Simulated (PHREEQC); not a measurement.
Make-up at 25 °C: 0.061 mol H2SO4, 3.8e-05 mol FeSO4 and 0.0036 mol MgSO4 per kg of water. Closed to the air; pH follows from the charge balance.

All values are PHREEQC results (ion-association model, phreeqc.dat), not measurements.

No solid was allowed to form.

**Question.** Order these S species by the share of S that they hold, largest first: MgSO4, SO4-2, HSO4-.

**Answer.** HSO4- (73 %), SO4-2 (25 %), MgSO4 (2.0 %)

**Question.** Order these Fe species by the share of Fe that they hold, largest first: FeSO4, FeHSO4+, Fe+2.

**Answer.** Fe+2 (60 %), FeSO4 (26 %), FeHSO4+ (14 %)

The pH is 1.21 and the ionic strength 0.0982 mol/kgw.
